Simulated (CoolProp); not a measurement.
A simple Rankine cycle with R21: condensing at 289.15 K, boiler at 2.69 MPa, turbine inlet 472 K, turbine efficiency 0.9, pump efficiency 0.7, no recuperator. Each further row changes one setting.

Computed with CoolProp (reference Helmholtz-energy equation of state, Platzer 1990). This equation is an older, rougher fit; its heat capacities, sound speeds and derivatives of the liquid may be far off and weren't checked against measurements.

| case | thermal efficiency (%) | net work (kJ/kg) | heat in (kJ/kg) | turbine exit temperature (K) | volume ratio over the turbine |
|---|---|---|---|---|---|
| as stated | 22.4 | 74.9 | 335 | 327.4 | 16.5 |
| condensing temperature 281.15 K | 23.7 | [?] | 343 | 316.0 | 21.6 |
| boiler pressure 1.88 MPa | 20.6 | 70.6 | 343 | 347.4 | 11.5 |
| turbine efficiency 0.8 | 19.8 | [?] | 335 | 340.7 | [?] |

Q: Fill in the missing entries.

A: 
- condensing temperature 281.15 K, net work (kJ/kg): 81.4
- turbine efficiency 0.8, net work (kJ/kg): 66.3
- turbine efficiency 0.8, volume ratio over the turbine: 17.2
